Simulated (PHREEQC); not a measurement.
A solution holds 0.0027 mol/kgw HF, 0.26 mol/kgw KOH and 0.00084 mol/kgw NaCl, at 25 °C. Closed to the air; pH follows from the charge balance.

Equilibrium calculation in PHREEQC: ion-association model, phreeqc.dat.

Each row changes one thing in this solution. This is a speciation only: nothing precipitates in the calculation.

```
case                                              pH  NaF (mol/kgw)
---------------------------------------------  -----  -------------
as made                                        13.24        6.19e-7
0.011 mol/kgw KCl added                        13.24        6.13e-7
0.19 mol/kgw KF added                              …              …
KOH replaced by KNO3 at the same molality          …              …
NaCl replaced by Na2HPO4 at the same molality  13.24        1.23e-6
```

Q: Fill in the missing entries.

A: 
- 0.19 mol/kgw KF added, pH: 13.22
- 0.19 mol/kgw KF added, NaF (mol/kgw): 3.70e-5
- KOH replaced by KNO3 at the same molality, pH: 2.98
- KOH replaced by KNO3 at the same molality, NaF (mol/kgw): 3.05e-7

Species that the database lacks are ignored.
